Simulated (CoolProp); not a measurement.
Computed with CoolProp (reference Helmholtz-energy equation of state, Leachman 2009).

### Question
For normal hydrogen, give the phase and the cp (kJ/(kg K)), cv (kJ/(kg K)), viscosity (µPa s), conductivity (mW/(m K)) at 186 K and 101 kPa.

### Answer
- 186 K and 101 kPa: gas; cp 13.3, cv 9.20, viscosity 6.41, conductivity 124

Viscosity comes from a separate model (Muzny 2013). Thermal conductivity comes from a separate model (Assael 2011).
